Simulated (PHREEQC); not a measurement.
Consider water at 85 °C with 7.6 mmol/kgw Cu(BF4)2, 23 mmol/kgw HBF4 and 0.29 mmol/kgw NaCl. Closed to the air; pH follows from the charge balance.

All values are PHREEQC results (ion-association model, wateq4f.dat), not measurements.

Precipitation was switched off in this run.

Q: What pH, ionic strength does the model give?

A: pH 1.82; ionic strength 0.0410 mol/kgw.

Q: In which forms is F present?

A: BF4- 80 %, HF 16 %, BF3OH- 3.2 %, BF2(OH)2- 1.0 % of the F.

Constants without temperature data keep their 25 °C values here. Real BF4- forms and hydrolyses slowly; the run takes it at equilibrium.
